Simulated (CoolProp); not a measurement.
Model: reference Helmholtz-energy equation of state, Gao 2022, in CoolProp.

Give the vapour pressure (MPa), liquid density (kg/m³), vapour density (kg/m³) of saturated n-perfluorohexane at 292.9, 316.2, 374.4 K.


```
T (K)  p (MPa)  liquid density (kg/m³)  vapour density (kg/m³)
-----  -------  ----------------------  ----------------------
292.9   0.0232                    1690                    3.30
316.2   0.0613                    1620                    8.23
374.4    0.366                    1420                    47.5
```
